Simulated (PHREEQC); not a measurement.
Consider water at 25 °C with 26 mmol/kgw CdBr2 and 0.034 mmol/kgw HBF4. Closed to the air; pH follows from the charge balance.

Computed with PHREEQC (ion-association model, phreeqc.dat).

```json
{
 "pH": "3.98",
 "ionic_strength": "0.0391 mol/kgw",
 "total_alkalinity": "-0.136 meq/kg"
}
```

```json
[
 {"species": "Br-", "molality": "0.0315", "activity": "0.0260", "log γ": "-0.084"},
 {"species": "CdBr+", "molality": "0.0166", "activity": "0.0139", "log γ": "-0.078"},
 {"species": "Cd+2", "molality": "0.00744", "activity": "0.00362", "log γ": "-0.313"},
 {"species": "CdBr2", "molality": "0.00192", "activity": "0.00194", "log γ": "0.004"},
 {"species": "H+", "molality": "0.000121", "activity": "0.000105", "log γ": "-0.064"},
 {"species": "F-", "molality": "0.000116", "activity": "9.59e-5", "log γ": "-0.082"},
 {"species": "H3BO3", "molality": "3.40e-5", "activity": "3.43e-5", "log γ": "0.004"},
 {"species": "HF", "molality": "1.49e-5", "activity": "1.50e-5", "log γ": "0.004"},
 {"species": "CdF+", "molality": "5.23e-6", "activity": "4.37e-6", "log γ": "-0.078"},
 {"species": "HF2-", "molality": "6.62e-9", "activity": "5.53e-9", "log γ": "-0.078"},
 {"species": "CdOH+", "molality": "3.44e-9", "activity": "2.88e-9", "log γ": "-0.078"},
 {"species": "BF2(OH)2-", "molality": "1.69e-9", "activity": "1.41e-9", "log γ": "-0.078"},
 {"species": "BF(OH)3-", "molality": "1.57e-9", "activity": "1.31e-9", "log γ": "-0.078"},
 {"species": "CdF2", "molality": "1.04e-9", "activity": "1.05e-9", "log γ": "0.004"}
]
```

No solid was allowed to form. Real BF4- forms and hydrolyses slowly; the run takes it at equilibrium.
